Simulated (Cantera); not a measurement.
Charge: 1 mol BF3, 2.3 mol H2O, at 1452 °C and 7.50 Torr.

Cantera equilibrium calculation (NASA polynomials, part measured and part estimated; ideal gas, pure solids and liquids). Candidate condensed phases: B, B2O3, B3O3H3, H2O; 43 gas species. Kinetics and transport are ignored.

Question: What is the equilibrium state?

Answer: 
```
Property                                  Value
------------------------------------  ---------
x(HF)                                     0.501
x(H2O)                                    0.263
x(BOF)                                    0.193
x(HBO2)                                  0.0378
x(H2)                                   0.00222
x(BF3)                                  0.00145
x(O2)                                  0.000952
x(OH)                                  0.000572
x(B2O3)                                0.000344
gas amount                            4.300 mol
log10 activity of B(s) (absent)          -10.60
log10 activity of B3O3H3(s) (absent)     -26.24
```
